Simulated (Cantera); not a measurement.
Charge: 1 mol CuO, 49 mol HF, at 777 °C and 0.150 bar.

These are equilibrium values from Cantera (NASA tables, ideal gas, pure condensed phases), not measurements of a reactor. Candidate condensed phases: Cu, CuF₂, CuO, Cu(OH)₂, Cu₂O, H₂O; 27 gas species. Mutual solubility and eutectic melting of coexisting phases are not modelled. Rates play no part.

Base state: HF 0.995, O₂ 0.00394, H₂O 0.000620, CuF₂ 0.000339, CuF 6.37e-5 (mole fractions); condensed: CuF₂(s) + CuO(s) + Cu₂O(s).

Question: What changes in the equilibrium state with this change: pressure from 0.150 bar to 0.133 bar?

Answer: 
```json
[
 {"species": "HF", "before": "0.995", "after": "0.995"},
 {"species": "O₂", "before": "0.00394", "after": "0.00443"},
 {"species": "H₂O", "before": "0.000620", "after": "0.000551"},
 {"species": "CuF₂", "before": "0.000339", "after": "0.000381"},
 {"species": "CuF", "before": "6.37e-5", "after": "7.17e-5"},
 {"species": "CuF₂(s), mol", "before": "0.0123", "after": "0.00659"},
 {"species": "CuO(s), mol", "before": "0.196", "after": "0.102"},
 {"species": "Cu₂O(s), mol", "before": "0.386", "after": "0.435"}
]
```
